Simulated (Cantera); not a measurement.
A closed system holds: 1 mol B, 94 mol H₂, 0.26 mol O₂, held at 973.15 K and 5.10 mbar.

These are equilibrium values from Cantera (NASA tables, ideal gas, pure condensed phases), not measurements of a reactor. Candidate condensed phases: B, B₂O₃, B₃O₃H₃, H₂O; 23 gas species. Equilibrium is a limit: real reactors are often held back by kinetics, nucleation or transport.

Base state: H₂ 1.000, B₃O₃H₃ 0.000420 (mole fractions); condensed: B(s) + B₂O₃(l).

Q: What changes in the equilibrium state with this change: B replaced by B₂O₃?

A: 
| species | before | after |
|---|---|---|
| H₂ | 1.000 | 0.994 |
| H₂O | 1.22e-8 | 0.00552 |
| HBO₂ | 2.27e-8 | 1.53e-5 |
| B₃O₃H₃ | 0.000420 | <1e-9 |
| B(s), mol | 0.614 | 0 |
| B₂O₃(l), mol | 0.134 | 0.999 |
